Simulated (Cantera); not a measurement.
Charge: 1 mol SiCl₄, 0.66 mol HCl, a varied amount of H₂, held at 26.0 mbar.

Equilibrium computed with Cantera from the NASA thermochemical tables; the gas is ideal and each condensed phase is pure. Candidate condensed phases: Si; 19 gas species. The tables' values for SiCl₃ are old estimates. Kinetics and transport are ignored.

Stable condensed phases, one row left out:

```
T in K \ n(H₂) in mol
          52  65  81 100 130 160 200 250 320
   2323    A   A   A   A   A   A   A   A   A
   2248    A   A   A   A   A   A   A   A   A
   2173    A   A   A   A   A   A   A   A   A
   2023    B   B   B   B   B   B   B   B   A
   1948    B   B   B   B   B   B   B   B   B
   1873    B   B   B   B   B   B   B   B   B
   1798    B   B   B   B   B   B   B   B   B
   1723    B   B   B   B   B   B   B   B   B
   1648    B   B   B   B   B   B   B   B   B
   1573    B   B   B   B   B   B   B   B   B
   1498    B   B   B   B   B   B   B   B   B
   1423    B   B   B   B   B   B   B   B   B
   1348    B   B   B   B   B   B   B   B   B
```

A: gas only; B: Si.

Problem. Give the row for 2098 K.

Solution. 52: Si; 65: Si; 81: Si; 100: Si; 130: gas only; 160: gas only; 200: gas only; 250: gas only; 320: gas only.
